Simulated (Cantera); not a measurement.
A Cantera script and what it prints.

```python
import numpy as np
import cantera as ct

gas_names = [...]  # 95 gases of nasa_gas.yaml made of C, F, H
cond_names = """
    C(gr) C6H6(L) C7H8(L) C8H18(L),n-octa
""".split()


# ... load() reads the species with a 1 bar reference pressure and builds the phases ...
atoms = {
    'CF4': {'C': 1, 'F': 4},
    'F2': {'F': 2},
    'H2': {'H': 2},
}
top_T = {'C(gr)': 4500}  # K; cautious upper limits of use, not melting points


# ... equilibrate(T, P, feed) seeds the gas with the atoms and calls Mixture.equilibrate('TP', solver="vcs", rtol=1e-11, max_steps=5000) ...
results = []
P = 3.3  # Pa
for T in [1798, 1848, 1898, 1948, 1998, 2048, 2098, 2148, 2198]:
    for m in [0.022, 0.042, 0.081, 0.16, 0.3, 0.58, 1.1, 2.1]:
        feed = {'CF4': 1, 'F2': m, 'H2': 0.35}  # mol
        mix = equilibrate(T, P, feed)
        results.append((T, P, feed, dict(zip(mix.species_names, mix.species_moles))))

for T, P, feed, n in results:
    print(f"{T:7g} {feed['F2']:10.4g}  " + (" + ".join(c for c in cond_names if n.get(c, 0) > 1e-12) or "gas only"))
```

Result:

```
   1798      0.022  C(gr)
   1798      0.042  C(gr)
   1798      0.081  C(gr)
   1798       0.16  C(gr)
   1798        0.3  gas only
   1798       0.58  gas only
   1798        1.1  gas only
   1798        2.1  gas only
   1848      0.022  C(gr)
   1848      0.042  C(gr)
   1848      0.081  C(gr)
   1848       0.16  C(gr)
   1848        0.3  gas only
   1848       0.58  gas only
   1848        1.1  gas only
   1848        2.1  gas only
   1898      0.022  C(gr)
   1898      0.042  C(gr)
   1898      0.081  C(gr)
   1898       0.16  C(gr)
   1898        0.3  C(gr)
   1898       0.58  gas only
   1898        1.1  gas only
   1898        2.1  gas only
   1948      0.022  C(gr)
   1948      0.042  C(gr)
   1948      0.081  C(gr)
   1948       0.16  C(gr)
   1948        0.3  C(gr)
   1948       0.58  C(gr)
   1948        1.1  gas only
   1948        2.1  gas only
   1998      0.022  C(gr)
   1998      0.042  C(gr)
   1998      0.081  C(gr)
   1998       0.16  C(gr)
   1998        0.3  C(gr)
   1998       0.58  C(gr)
   1998        1.1  C(gr)
   1998        2.1  gas only
   2048      0.022  C(gr)
   2048      0.042  C(gr)
   2048      0.081  C(gr)
   2048       0.16  C(gr)
   2048        0.3  C(gr)
   2048       0.58  C(gr)
   2048        1.1  C(gr)
   2048        2.1  C(gr)
   2098      0.022  C(gr)
   2098      0.042  C(gr)
   2098      0.081  C(gr)
   2098       0.16  C(gr)
   2098        0.3  C(gr)
   2098       0.58  C(gr)
   2098        1.1  C(gr)
   2098        2.1  C(gr)
   2148      0.022  C(gr)
   2148      0.042  C(gr)
   2148      0.081  C(gr)
   2148       0.16  C(gr)
   2148        0.3  C(gr)
   2148       0.58  C(gr)
   2148        1.1  C(gr)
   2148        2.1  C(gr)
   2198      0.022  C(gr)
   2198      0.042  C(gr)
   2198      0.081  C(gr)
   2198       0.16  C(gr)
   2198        0.3  C(gr)
   2198       0.58  C(gr)
   2198        1.1  C(gr)
   2198        2.1  C(gr)
```

Equilibrium computed with Cantera from the NASA thermochemical tables; the gas is ideal and each condensed phase is pure.
